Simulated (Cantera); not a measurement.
Cantera run:

```python
import numpy as np
import cantera as ct

gas_names = """
    CL CL2 H HCL H2 N NH NH2 NH3 N2 N2H2 N2H4 Si SiCL SiCL2 SiCL3 SiCL4 SiH SiHCL3 SiH2 SiH2CL2 SiH3
    SiH3CL SiH4 SiN Si2 Si2N Si3
""".split()
cond_names = """
    NH4CL(a) NH4CL(b) Si(cr) Si(L) Si3N4(a)
""".split()


# ... load() reads the species with a 1 bar reference pressure and builds the phases ...
atoms = {
    'SiH2Cl2': {'Si': 1, 'H': 2, 'CL': 2},
    'NH3': {'N': 1, 'H': 3},
    'N2': {'N': 2},
}
top_T = {'Si3N4(a)': 2400}  # K; cautious upper limits of use, not melting points


# ... equilibrate(T, P, feed) seeds the gas with the atoms and calls Mixture.equilibrate('TP', solver="vcs", rtol=1e-11, max_steps=5000) ...
results = []
feed = {'SiH2Cl2': 1, 'NH3': 0.11, 'N2': 9.4}  # mol
T = 823  # K
P = 12  # Pa
mix = equilibrate(T, P, feed)
results.append((T, P, feed, dict(zip(mix.species_names, mix.species_moles))))
print(gas.report(threshold=0.0001))
for i in range(1, mix.n_phases):
    print(f"{mix.phase(i).name:16s} {mix.phase_moles(i):12.5e} mol")
```

Output:

```
       temperature   823 K
          pressure   12 Pa
           density   5.2242e-05 kg/m^3
  mean mol. weight   29.79 kg/kmol
   phase of matter   gas

                          1 kg             1 kmol
                     ---------------   ---------------
          enthalpy       -1.3552e+05       -4.0372e+06  J
   internal energy       -3.6522e+05        -1.088e+07  J
           entropy             10118        3.0142e+05  J/K
    Gibbs function       -8.4627e+06       -2.5211e+08  J
 heat capacity c_p            1080.9             32200  J/K
 heat capacity c_v            801.78             23885  J/K

                      mass frac. Y      mole frac. X     chem. pot. / RT
                     ---------------   ---------------   ---------------
               HCL           0.17003           0.13894           -48.301
                H2          0.002523          0.037283           -29.361
                N2           0.76424            0.8127           -33.621
             SiCL4          0.063177          0.011078           -154.61
     [  +24 minor]        2.4728e-05        5.4621e-06

Si(cr)            0.00000e+00 mol
Si3N4(a)          2.93014e-01 mol
```

These are equilibrium values from Cantera (NASA tables, ideal gas, pure condensed phases), not measurements of a reactor.
